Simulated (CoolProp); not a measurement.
A Linde-Hampson liquefier for ethane: isothermal reversible compression at 320 K from 1 atm to 40 MPa, throttling to 1 atm, return gas leaving the recuperator 0 K below the feed. Each further row changes one setting.

Computed with CoolProp (reference Helmholtz-energy equation of state, Bücker 2006).

| case | liquid yield per pass | compression work (kJ/kg of gas) |
|---|---|---|
| as stated | ___ | 414 |
| high pressure 80 MPa | 0.410 | 499 |
| warm-end temperature 350 K | ___ | ___ |
| warm-end gap 5 K | ___ | 414 |

Q: Complete the blanks.

A: 
- as stated, liquid yield per pass: 0.461
- warm-end temperature 350 K, liquid yield per pass: 0.392
- warm-end temperature 350 K, compression work (kJ/kg of gas): 482
- warm-end gap 5 K, liquid yield per pass: 0.454
